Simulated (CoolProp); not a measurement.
Normal hydrogen at 298.15 K and 0.665 MPa is compressed adiabatically to 4.12 MPa with isentropic efficiency 0.7. Each further row changes one setting.

Computed with CoolProp (reference Helmholtz-energy equation of state, Leachman 2009).

```csv
case,work (kJ/kg),final temperature (K),final density (kg/m³)
as stated,4250,589.3,1.67
efficiency 1,2970,501.8,1.96
efficiency 0.65,4570,611.7,1.61
```
